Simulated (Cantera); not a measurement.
What does this Cantera script print?

```python
import numpy as np
import cantera as ct

gas_names = """
    Br Br2 H HBr H2 Na NaBr NaH Na2
""".split()
cond_names = """
    Br2(cr) Br2(L) Na(cr) Na(L) NaBr(s) NaBr(L)
""".split()


def load(file, names, dense=False):
    # The tables refer to 1 bar. Condensed volumes are neglected.
    table = {s.name: s for s in ct.Species.list_from_file(file)}
    out = []
    for n in names:
        d = dict(table[n].input_data)
        d["thermo"] = dict(d["thermo"], **{"reference-pressure": 1e5})
        if dense:
            d["equation-of-state"] = {"model": "constant-volume", "density": "1e6 g/cm^3"}
        out.append(ct.Species.from_dict(d))
    return out


gas = ct.Solution(thermo="ideal-gas", species=load("nasa_gas.yaml", gas_names))
cond = {s.name: ct.Solution(thermo="fixed-stoichiometry", species=[s], name=s.name)
        for s in load("nasa_condensed.yaml", cond_names, dense=True)}
atoms = {
    'NaBr': {'Na': 1, 'Br': 1},
    'H2': {'H': 2},
}
top_T = {}  # K; cautious upper limits of use, not melting points


def equilibrate(T, P, feed):
    n = {}
    for name, mol in feed.items():
        for a, k in atoms[name].items():
            n[a] = n.get(a, 0.0) + k * mol
    gas.TPX = T, P, n
    mass = sum(n.values()) * gas.mean_molecular_weight
    gas.equilibrate("TP")
    valid = [c for c in cond.values() if c.min_temp <= T <= top_T.get(c.name, c.max_temp)]
    mix = ct.Mixture([(gas, mass / gas.mean_molecular_weight)] + [(c, 0.0) for c in valid])
    mix.T, mix.P = T, P
    mix.equilibrate("TP", solver="vcs", rtol=1e-11, max_steps=5000)
    return mix


results = []
T = 2123.15  # K
P = 133.322  # Pa
for m in [0.2, 0.39, 0.75, 1.5, 2.9, 5.6, 11, 21, 41]:
    feed = {'NaBr': 1, 'H2': m}  # mol
    mix = equilibrate(T, P, feed)
    results.append((T, P, feed, dict(zip(mix.species_names, mix.species_moles))))
    x = sorted(zip(gas.X, gas.species_names), reverse=True)
    print(f"T = {T:g} K  P = {P:g} Pa  n(H2) = {m:g} mol  gas = {mix.phase_moles(0):.4g} mol")
    print("   x: " + "  ".join(f"{s} {v:.3e}" for v, s in x if v > 0.0001))
    print("   condensed (mol): " + ("  ".join(f"{mix.phase(i).name} {mix.phase_moles(i):.4g}"
          for i in range(1, mix.n_phases) if mix.phase_moles(i) > 1e-12) or "none"))
```

It prints:

```
T = 2123.15 K  P = 133.322 Pa  n(H2) = 0.2 mol  gas = 1.475 mol
   x: NaBr 4.940e-01  Na 1.840e-01  Br 1.566e-01  H2 1.059e-01  H 3.200e-02  HBr 2.739e-02
   condensed (mol): none
T = 2123.15 K  P = 133.322 Pa  n(H2) = 0.39 mol  gas = 1.692 mol
   x: NaBr 4.175e-01  H2 1.924e-01  Na 1.735e-01  Br 1.404e-01  H 4.313e-02  HBr 3.309e-02
   condensed (mol): none
T = 2123.15 K  P = 133.322 Pa  n(H2) = 0.75 mol  gas = 2.097 mol
   x: NaBr 3.208e-01  H2 3.122e-01  Na 1.560e-01  Br 1.200e-01  H 5.495e-02  HBr 3.602e-02
   condensed (mol): none
T = 2123.15 K  P = 133.322 Pa  n(H2) = 1.5 mol  gas = 2.927 mol
   x: H2 4.617e-01  NaBr 2.118e-01  Na 1.299e-01  Br 9.514e-02  H 6.682e-02  HBr 3.474e-02
   condensed (mol): none
T = 2123.15 K  P = 133.322 Pa  n(H2) = 2.9 mol  gas = 4.453 mol
   x: H2 5.983e-01  NaBr 1.235e-01  Na 1.010e-01  H 7.607e-02  Br 7.136e-02  HBr 2.966e-02
   condensed (mol): none
T = 2123.15 K  P = 133.322 Pa  n(H2) = 5.6 mol  gas = 7.358 mol
   x: H2 7.083e-01  H 8.277e-02  Na 7.299e-02  NaBr 6.290e-02  Br 5.027e-02  HBr 2.273e-02
   condensed (mol): none
T = 2123.15 K  P = 133.322 Pa  n(H2) = 11 mol  gas = 13.11 mol
   x: H2 7.877e-01  H 8.728e-02  Na 4.872e-02  Br 3.300e-02  NaBr 2.756e-02  HBr 1.574e-02
   condensed (mol): none
T = 2123.15 K  P = 133.322 Pa  n(H2) = 21 mol  gas = 23.68 mol
   x: H2 8.367e-01  H 8.996e-02  Na 3.110e-02  Br 2.086e-02  NaBr 1.112e-02  HBr 1.025e-02
   condensed (mol): none
T = 2123.15 K  P = 133.322 Pa  n(H2) = 41 mol  gas = 44.74 mol
   x: H2 8.676e-01  H 9.160e-02  Na 1.846e-02  Br 1.230e-02  HBr 6.158e-03  NaBr 3.892e-03
   condensed (mol): none
```

Equilibrium computed with Cantera from the NASA thermochemical tables; the gas is ideal and each condensed phase is pure. Gases not in the tables: NaBr and NaI dimers.
